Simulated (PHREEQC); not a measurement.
Consider water at 45 °C with 120 mmol/kgw KHCO3, 0.18 mmol/kgw RbOH, 0.8 mmol/kgw MnSO4 and 4.2 mmol/kgw LiBr. Closed to the air; pH follows from the charge balance.

Computed with PHREEQC (ion-association model, wateq4f.dat).

This is a speciation only: nothing precipitates in the calculation.

Task: Predict the pH.

Result: pH 7.95.

Task: In which forms is S present?

Result: SO4-2 72 %, KSO4- 27 % of the S.

Saturation is exceeded, for instance for Rhodochrosite; the values hold only as long as no solid forms. Complexes and solids missing from the database can't appear. At this temperature some constants are extrapolated from 25 °C, and those without enthalpy data are left unchanged.
